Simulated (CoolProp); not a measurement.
Propylene at 293.15 K and 0.168 MPa flows at 4.6 m/s in a round tube of 12.7 mm bore and 45 µm roughness, fully developed (64/Re and Nu = 3.66 if laminar; Colebrook and Gnielinski if turbulent). Each further row changes one setting.

Model: reference Helmholtz-energy equation of state, Lemmon 2013, in CoolProp.

```csv
case,Reynolds number,Darcy friction factor,pressure drop (Pa/m),heat-transfer coefficient (W/(m² K)),mass flow (kg/h)
as stated,20700,___,79.8,___,6.24
velocity 9.2 m/s,41400,0.0301,298,176,12.5
diameter 25.4 mm,41400,0.0265,___,77.2,___
```

Problem. What belongs in the gaps?

Solution. 
- as stated, Darcy friction factor: 0.0322
- as stated, heat-transfer coefficient (W/(m² K)): 92.5
- diameter 25.4 mm, pressure drop (Pa/m): 32.9
- diameter 25.4 mm, mass flow (kg/h): 25.0

Viscosity comes from a separate model (Huber 2003), an estimate that may be off by 10 % or more. Thermal conductivity comes from a separate model (Huber 2003), an estimate that may be off by 10 % or more.
